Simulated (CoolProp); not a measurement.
Properties of n-undecane at several states (Tc = 638.8 K, pc = 1990 kPa, ω = 0.539).

Computed with CoolProp (reference Helmholtz-energy equation of state, Aleksandrov 2011). It is a short technical equation, of lower accuracy than the large ones.

| T (K) | p (kPa) | phase | cp (kJ/(kg K)) | cv (kJ/(kg K)) | speed of sound (m/s) | Joule-Thomson coefficient (K/MPa) | isothermal compressibility (1/MPa) |
|---|---|---|---|---|---|---|---|
| 413.7 | 1390 | liquid | 2.648 | ___ | 859.9 | -0.2850 | ___ |
| 443.1 | 48.4 | gas | 2.319 | 2.249 | 149.4 | 39.16 | 21.58 |
| 281.1 | 6550 | liquid | 2.159 | ___ | ___ | -0.4441 | 0.0008667 |
| 418.5 | 224 | liquid | 2.671 | ___ | 832.1 | ___ | 0.002642 |
| 578.6 | 227 | gas | ___ | 2.748 | 165.7 | 12.90 | 4.738 |

### Question
Complete the blanks.

### Answer

- 413.7, cv (kJ/(kg K)): 2.252
- 413.7, isothermal compressibility (1/MPa): 0.002450
- 281.1, cv (kJ/(kg K)): 1.740
- 281.1, speed of sound (m/s): 1378
- 418.5, cv (kJ/(kg K)): 2.270
- 418.5, Joule-Thomson coefficient (K/MPa): -0.2713
- 578.6, cp (kJ/(kg K)): 2.825
